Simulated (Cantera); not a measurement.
Transport properties of process gases

Gas mixture: NO = 0.64 (molar parts), at 0.132 atm, frozen composition.

Cantera's kinetic-theory transport with the Lennard-Jones parameters of GRI-Mech 3.0, ideal gas; thermal conductivity in the mixture-averaged form. The composition is frozen, though it would react at the higher temperatures.

```csv
T (K),ρ (kg/m³),cp (J/kg/K),μ (µPa s),λ (mW/m/K),Pr,D (cm²/s) O,D (cm²/s) CH4,D (cm²/s) H2
400,0.120,998.6,23.1,32.4,0.712,4.01,2.80,9.62
600,0.0802,1041,30.6,45.1,0.706,7.98,5.64,19.0
800,0.0601,1092,37.1,57.3,0.708,12.9,9.18,30.6
1000,0.0481,1133,42.9,68.6,0.709,18.7,13.4,44.4
1200,0.0401,1159,48.4,79.3,0.707,25.4,18.1,60.0
1400,0.0344,1181,53.4,89.4,0.706,32.8,23.4,77.5
1600,0.0301,1199,58.3,99.0,0.706,40.9,29.2,96.6
```
D: mixture-averaged diffusion coefficient of that species in the mixture.
